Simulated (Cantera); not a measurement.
A closed system holds: 1 mol SiH2Cl2, a varied amount of N2, held at 1023 K and 100 Torr.

Method: chemical equilibrium by Gibbs-energy minimisation in Cantera with the NASA 1993 tables (ideal gas, pure condensed phases). Candidate condensed phases: NH4Cl, Si, Si3N4; 28 gas species. N2 is the only nitrogen source here; it is nearly inert below about 1500 K, so the nitride shown seldom forms there in practice. Equilibrium is a limit: real reactors are often held back by kinetics, nucleation or transport.

**Question.** At 19 mol N2, list the 5 most abundant gas species with their mole fractions, and the condensed phases.

**Answer.** N2 0.910, HCl 0.0642, H2 0.0172, SiCl4 0.00859, SiHCl3 1.95e-5. Condensed: Si3N4(s).
